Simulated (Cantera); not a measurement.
Mixture: H2 : O2 : N2 = 1 : 0.278 : 1.31 (molar parts), equivalence ratio 1.8, at 7500 Torr, adiabatic and at constant volume. Ignition delay is the time to a rise of 400 K.

Detailed kinetics in Cantera: the H2/O2 subset of GRI-Mech 3.0, which has no nitrogen chemistry. The hydrogen kinetics of GRI-Mech 3.0 are dated; newer H2 mechanisms differ, most at raised pressure.

Q: What does this change do: N2 1.31 to 2.4 parts?

A: 
```tsv
quantity	before	after
delay at 1050 K	2.23 ms	2.93 ms
delay at 1125 K	0.419 ms	0.532 ms
delay at 1200 K	60.9 µs	72.3 µs
delay at 1275 K	8.46 µs	11.3 µs
delay at 1350 K	3.73 µs	5.32 µs
delay at 1425 K	2.34 µs	3.41 µs
delay at 1500 K	1.67 µs	2.47 µs
apparent activation energy between 1350 and 1500 K	90 kJ/mol	86 kJ/mol
```

Q: What does this change do: O2 0.278 to 0.093 parts?

A: 
```
quantity                                               before      after
--------------------------------------------------  ---------  ---------
delay at 1050 K                                       2.23 ms    2.40 ms
delay at 1125 K                                      0.419 ms   0.459 ms
delay at 1200 K                                       60.9 µs    77.8 µs
delay at 1275 K                                       8.46 µs    18.7 µs
delay at 1350 K                                       3.73 µs    9.15 µs
delay at 1425 K                                       2.34 µs    6.03 µs
delay at 1500 K                                       1.67 µs    4.56 µs
apparent activation energy between 1350 and 1500 K  90 kJ/mol  78 kJ/mol
```
